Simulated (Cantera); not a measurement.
A Cantera script and its output.

```python
import numpy as np
import cantera as ct

gas = ct.Solution("gri30.yaml")
gas.TPX = 1400, 7500, {'CH4': 1, 'N2': 27}
inlet = ct.Reservoir(gas, clone=True)

reactor = ct.IdealGasConstPressureReactor(gas, energy="off", clone=False)
exhaust = ct.Reservoir(gas, clone=True)
tau = [12, 3.2, 0.83, 0.22, 0.057, 0.015, 0.0038, 0.001, 0.00026][0]
for a, b in ((inlet, reactor), (reactor, exhaust)):
    ct.MassFlowController(a, b, mdot=lambda t: reactor.mass / tau)
net = ct.ReactorNet([reactor])
show = ['CH4', 'C2H4', 'H2', 'CH2', 'CH3', 'C2H2']

rows = []
print(f"{'tau/s':>10s}{'T/K':>9s}" + "".join(f"{s:>11s}" for s in show))
for tau in [12, 3.2, 0.83, 0.22, 0.057, 0.015, 0.0038, 0.001, 0.00026]:
    net.initial_time = 0.0
    net.advance(30 * tau)
    before = gas.X
    net.advance(40 * tau)
    drift = np.max(np.abs(gas.X - before) / (gas.X + 1e-9))
    rows.append([gas.T, *gas[show].X, drift])
    print(f"{tau:10.3e}{gas.T:9.1f}" + "".join(f"{x:11.3e}" for x in gas[show].X))
```

It prints:

```
     tau/s      T/K        CH4       C2H4         H2        CH2        CH3       C2H2
 1.200e+01   1400.0  2.839e-02  2.130e-04  1.034e-02  1.379e-09  3.352e-05  3.292e-03
 3.200e+00   1400.0  3.279e-02  3.047e-04  3.857e-03  1.865e-09  4.219e-05  1.066e-03
 8.300e-01   1400.0  3.499e-02  1.770e-04  7.979e-04  1.622e-09  4.068e-05  1.324e-04
 2.200e-01   1400.0  3.562e-02  2.307e-05  7.672e-05  5.585e-10  2.383e-05  3.455e-06
 5.700e-02   1400.0  3.570e-02  9.830e-07  7.641e-06  8.760e-11  9.324e-06  2.960e-08
 1.500e-02   1400.0  3.571e-02  2.458e-08  1.522e-06  8.526e-12  2.863e-06  1.706e-10
 3.800e-03   1400.0  3.571e-02  4.185e-10  3.720e-07  6.291e-13  7.431e-07  7.016e-13
 1.000e-03   1400.0  3.571e-02  7.389e-12  9.588e-08  5.561e-14  1.942e-07  3.219e-15
 2.600e-04   1400.0  3.571e-02  1.136e-13  2.325e-08  5.829e-15  4.882e-08  1.281e-17
```

Model: GRI-Mech 3.0 (53 species, 325 reactions), integrated in Cantera. GRI-Mech 3.0 stops at C3 and has no aromatics, soot or wall deposition, so with more carbon than oxygen in the feed, carbon stays in small species such as C2H2 where larger ones or solid carbon would form.
